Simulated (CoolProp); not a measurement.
1,2-dichloroethane along the isobar 67.1 bar: Z from the reference equation and from simpler models built on Tc = 561.6 K, pc = 52.26 bar, ω = 0.269; each cubic takes its own stable root.

The numbers come from the reference Helmholtz-energy equation of state, Thol 2015 in CoolProp.

```tsv
T (K)	phase	reference	van der Waals	Redlich-Kwong	Peng-Robinson
308.8	liquid	0.2091	0.3590	0.2452	0.2128
322.5	liquid	0.2034	0.3482	0.2386	0.2065
336.1	liquid	0.1984	0.3387	0.2328	0.2009
349.8	liquid	0.1940	0.3300	0.2277	0.1960
363.5	liquid	0.1900	0.3223	0.2232	0.1918
377.1	liquid	0.1866	0.3156	0.2195	0.1881
390.8	liquid	0.1836	0.3095	0.2164	0.1851
404.4	liquid	0.1812	0.3043	0.2139	0.1826
418.1	liquid	0.1791	0.2998	0.2120	0.1807
431.7	liquid	0.1775	0.2961	0.2108	0.1794
445.4	liquid	0.1764	0.2930	0.2102	0.1787
459	liquid	0.1757	0.2908	0.2103	0.1787
472.7	liquid	0.1756	0.2894	0.2113	0.1796
486.3	liquid	0.1761	0.2889	0.2132	0.1814
500	liquid	0.1773	0.2895	0.2164	0.1845
```
